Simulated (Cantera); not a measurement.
Input (Python, Cantera):

```python
import numpy as np
import cantera as ct

gas = ct.Solution("gri30.yaml")
gas.TPX = 475, 100000, {'CH3OH': 1, 'O2': 1.36, 'N2': 5.13, 'H2O': 1.5}
inlet = ct.Reservoir(gas, clone=True)
gas.equilibrate("HP")  # start burning
reactor = ct.IdealGasConstPressureReactor(gas, energy="on", clone=False)
exhaust = ct.Reservoir(gas, clone=True)
tau = [0.034, 0.019, 0.011, 0.0062, 0.0035, 0.002, 0.0011, 0.00064, 0.00037, 0.00021, 0.00012, 6.7e-05][0]
for a, b in ((inlet, reactor), (reactor, exhaust)):
    ct.MassFlowController(a, b, mdot=lambda t: reactor.mass / tau)
net = ct.ReactorNet([reactor])
show = ['CH3OH', 'O2', 'H2O', 'OH', 'CH2', 'NO']

rows = []
print(f"{'tau/s':>10s}{'T/K':>9s}" + "".join(f"{s:>11s}" for s in show))
for tau in [0.034, 0.019, 0.011, 0.0062, 0.0035, 0.002, 0.0011, 0.00064, 0.00037, 0.00021, 0.00012, 6.7e-05]:
    net.initial_time = 0.0
    net.advance(30 * tau)
    before = gas.X
    net.advance(40 * tau)
    drift = np.max(np.abs(gas.X - before) / (gas.X + 1e-9))
    rows.append([gas.T, *gas[show].X, drift])
    print(f"{tau:10.3e}{gas.T:9.1f}" + "".join(f"{x:11.3e}" for x in gas[show].X))
```

Result:

```
     tau/s      T/K      CH3OH         O2        H2O         OH        CH2         NO
 3.400e-02   2007.9  3.252e-06  2.081e-03  3.437e-01  3.055e-03  3.620e-08  5.939e-05
 1.900e-02   1991.9  4.782e-06  2.844e-03  3.419e-01  3.596e-03  5.374e-08  4.854e-05
 1.100e-02   1973.3  6.877e-06  3.742e-03  3.398e-01  4.146e-03  8.228e-08  4.052e-05
 6.200e-03   1949.9  1.011e-05  4.883e-03  3.372e-01  4.747e-03  1.353e-07  3.416e-05
 3.500e-03   1922.3  1.501e-05  6.223e-03  3.343e-01  5.336e-03  2.302e-07  2.946e-05
 2.000e-03   1891.8  2.243e-05  7.723e-03  3.311e-01  5.860e-03  3.930e-07  2.583e-05
 1.100e-03   1855.8  3.534e-05  9.533e-03  3.276e-01  6.303e-03  6.967e-07  2.235e-05
 6.400e-04   1820.7  5.510e-05  1.141e-02  3.244e-01  6.544e-03  1.164e-06  1.908e-05
 3.700e-04   1782.7  9.029e-05  1.368e-02  3.216e-01  6.560e-03  1.947e-06  1.546e-05
 2.100e-04   1738.3  1.625e-04  1.690e-02  3.192e-01  6.196e-03  3.309e-06  1.129e-05
 1.200e-04   1676.3  3.515e-04  2.267e-02  3.172e-01  5.006e-03  5.605e-06  6.326e-06
 6.700e-05    475.0  1.112e-01  1.513e-01  1.669e-01  4.344e-30  5.440e-32 -1.270e-19
```

Model: GRI-Mech 3.0 (53 species, 325 reactions), integrated in Cantera. GRI-Mech 3.0 was tuned for natural gas; its chemistry of methanol as a main component is partial and can be far from experiment.
